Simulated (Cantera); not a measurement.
Low-pressure radical oxidation in H2/O2

An isothermal, constant-pressure homogeneous reactor starts with H₂ : O₂ : N₂ = 0.013 : 1 : 0.55 (molar parts), at 1025 K and 1330 Pa.

Detailed kinetics in Cantera: the H2/O2 subset of GRI-Mech 3.0, which has no nitrogen chemistry. Radical loss at walls, strong at low pressure, is not modelled.

| t (s) | x H₂ | x O₂ | x HO₂ | x OH | x O | x H₂O |
|---|---|---|---|---|---|---|
| 3.00e-6 | 0.00832 | 0.640 | <1e-12 | <1e-12 | <1e-12 | <1e-12 |
| 1.75e-5 | 0.00832 | 0.640 | 1.76e-12 | <1e-12 | <1e-12 | <1e-12 |
| 0.000102 | 0.00832 | 0.640 | 1.03e-11 | 2.44e-12 | 2.54e-12 | <1e-12 |
| 0.000594 | 0.00832 | 0.640 | 6.04e-11 | 4.02e-11 | 5.06e-11 | 1.76e-11 |
| 0.00346 | 0.00832 | 0.640 | 3.76e-10 | 1.08e-9 | 1.92e-9 | 1.99e-9 |
| 0.0202 | 0.00632 | 0.638 | 2.20e-6 | 0.000523 | 0.00118 | 0.00157 |
| 0.118 | 2.30e-5 | 0.636 | 1.11e-6 | 0.000209 | 0.00229 | 0.00814 |
| 0.686 | 1.88e-6 | 0.638 | 3.24e-7 | 6.08e-5 | 0.000200 | 0.00832 |
| 4.00 | 7.45e-8 | 0.638 | 3.92e-8 | 1.29e-5 | 8.79e-6 | 0.00835 |
x: mole fraction; the columns are a selection and need not sum to one.

Equilibrium at this temperature and pressure: H₂ 1.65e-11, O₂ 0.638, HO₂ 3.11e-10, OH 2.09e-7, O 2.30e-9, H₂O 0.00835 (gas phase only).
